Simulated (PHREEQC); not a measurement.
Synthetic water in mg/kgw, 20 °C, pH 6.66, pe 9.5:

```tsv
constituent	mg/kgw
Na	5.74
K	1.84
Ca	20.8
Mg	0.762
Cl	40
S(6) as SO4	7.54
Alkalinity as HCO3	1.71
B	0.013
Zn	0.128
```

Valence states are taken as typed.

Model: ion-association model, phreeqc.dat, run in PHREEQC.

Precipitation was switched off in this run.

Problem. Order these S species by the share of S that they hold, largest first: CaSO4, MgSO4, SO4-2.

Solution. SO4-2 (94 %), CaSO4 (5.6 %), MgSO4 (0.41 %)

The pH is 6.66 and the ionic strength 0.00197 mol/kgw.
